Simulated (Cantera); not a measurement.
Charge: 1 mol Fe₂O₃, 1.3 mol H₂O, 0.14 mol H₂, held at 10.0 mbar.

Equilibrium computed with Cantera from the NASA thermochemical tables; the gas is ideal and each condensed phase is pure. Candidate condensed phases: Fe, FeO, Fe(OH)₂, Fe(OH)₃, Fe₂O₃, Fe₃O₄, H₂O; 12 gas species. Equilibrium is a limit: real reactors are often held back by kinetics, nucleation or transport. All values below are at 948 K.

Base state: H₂O 1.000, H₂ 1.46e-5 (mole fractions); condensed: Fe₂O₃(s) + Fe₃O₄(s).

Question: What changes in the equilibrium state with this change: 0.071 mol Cl₂ added?

Answer: 
```tsv
species	before	after
H₂O	1.000	0.906
HCl	0	0.0940
H₂	1.46e-5	1.33e-5
FeCl₂	0	1.05e-5
Fe₂O₃(s), mol	0.580	0.793
Fe₃O₄(s), mol	0.280	0.138
```
Further candidate phases: FeCl₂, FeCl₃.
